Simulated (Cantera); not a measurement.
Standard-state values (1 bar) from the NASA 1993 polynomials, evaluated with Cantera. Values are per mole of reaction as written; species without (g) are pure solids or liquids, kept so even where they would boil at 1 bar. ZrN: taken at fixed stoichiometry.

ZrN + 3 O(g) ⇌ ZrO₂ + NO(g), with ΔH° = -1388.5 kJ and ΔS° = -261.1 J/K at 300 K.

### Question
How far is the shortcut ΔG° ≈ ΔH°(300 K) − T·ΔS°(300 K) from the full temperature-dependent value at 673, 823, 973, 1123, 1273 K?

### Answer
| T (K) | shortcut (kJ) | full (kJ) | difference (kJ) | difference in log10 K |
|---|---|---|---|---|
| 673 | -1212.8 | -1210.1 | -2.7 | 0.21 |
| 823 | -1173.6 | -1169.1 | -4.5 | 0.29 |
| 973 | -1134.5 | -1127.9 | -6.6 | 0.35 |
| 1123 | -1095.3 | -1086.5 | -8.8 | 0.41 |
| 1273 | -1056.1 | -1045.1 | -11.1 | 0.45 |
The shortcut ignores the heat-capacity change of the reaction.
